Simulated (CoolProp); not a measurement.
200 sccm (0 °C, 1 atm) of nitrogen bubbles through liquid n-perfluorohexane at 303.1 K and leaves saturated at a total pressure of 0.15 MPa (ideal gas phase). Each further row changes one setting.

Values from CoolProp's reference Helmholtz-energy equation of state, Gao 2022.

| case | vapour pressure (kPa) | mole fraction of vapour | delivery (mg/min) | delivery (sccm) | change of delivery for a bath 1 K warmer (%) |
|---|---|---|---|---|---|
| as stated | 36.4 | 0.242 | (withheld) | 64.0 | (withheld) |
| bath temperature 308.1 K | (withheld) | (withheld) | (withheld) | (withheld) | (withheld) |
| total pressure 0.3 MPa | 36.4 | (withheld) | 416 | 27.6 | 4.9 |

Some entries are withheld; supply them.


- as stated, delivery (mg/min): 965
- as stated, change of delivery for a bath 1 K warmer (%): 5.7
- bath temperature 308.1 K, vapour pressure (kPa): 44.7
- bath temperature 308.1 K, mole fraction of vapour: 0.298
- bath temperature 308.1 K, delivery (mg/min): 1280
- bath temperature 308.1 K, delivery (sccm): 84.8
- bath temperature 308.1 K, change of delivery for a bath 1 K warmer (%): 5.9
- total pressure 0.3 MPa, mole fraction of vapour: 0.121
